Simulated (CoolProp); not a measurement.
A single-stage vapour-compression cycle with R22: evaporating at 255.15 K (dew point), condensing at 301.15 K (bubble point), superheat 2 K, subcooling 0 K, compressor efficiency 0.8, no pressure losses. Each further row changes one setting.

Values from CoolProp's reference Helmholtz-energy equation of state, Kamei 1995.

| case | cooling COP | pressure ratio | discharge temperature (K) | refrigerating effect (kJ/kg) | volumetric capacity (kJ/m³) |
|---|---|---|---|---|---|
| as stated | ___ | 4.27 | 338.7 | 165 | 1900 |
| evaporating temperature 260.15 K | ___ | 3.55 | ___ | ___ | 2290 |
| condensing temperature 296.15 K | 4.15 | 3.73 | 330.6 | 171 | 1970 |
| subcooling 5 K | ___ | 4.27 | 338.7 | 171 | 1970 |
| superheat 12 K | ___ | 4.27 | 349.8 | 172 | 1880 |
| compressor efficiency 0.7 | ___ | 4.27 | ___ | 165 | 1900 |

**Question.** What belongs in the gaps?

**Answer.** 
- as stated, cooling COP: 3.60
- evaporating temperature 260.15 K, cooling COP: 4.20
- evaporating temperature 260.15 K, discharge temperature (K): 333.8
- evaporating temperature 260.15 K, refrigerating effect (kJ/kg): 167
- subcooling 5 K, cooling COP: 3.74
- superheat 12 K, cooling COP: 3.57
- compressor efficiency 0.7, cooling COP: 3.15
- compressor efficiency 0.7, discharge temperature (K): 346.8
